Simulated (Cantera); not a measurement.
A closed system holds: 1 mol Si, 3.5 mol NF₃, equilibrated at 950 K and 5.00 Pa.

Method: chemical equilibrium by Gibbs-energy minimisation in Cantera with the NASA 1993 tables (ideal gas, pure condensed phases). Candidate condensed phases: Si, Si₃N₄; 16 gas species. The numbers say what is thermodynamically allowed, not how fast it happens.

Base state: F 0.694, N₂ 0.191, SiF₄ 0.109, F₂ 0.00708 (mole fractions); condensed: gas only.

Question: What changes in the equilibrium state with this change: pressure from 5.00 Pa to 34.0 mbar?

Answer: 
| species | before | after |
|---|---|---|
| F₂ | 0.00708 | 0.387 |
| N₂ | 0.191 | 0.262 |
| F | 0.694 | 0.196 |
| SiF₄ | 0.109 | 0.151 |
| NF₃ | 1.20e-8 | 0.00387 |
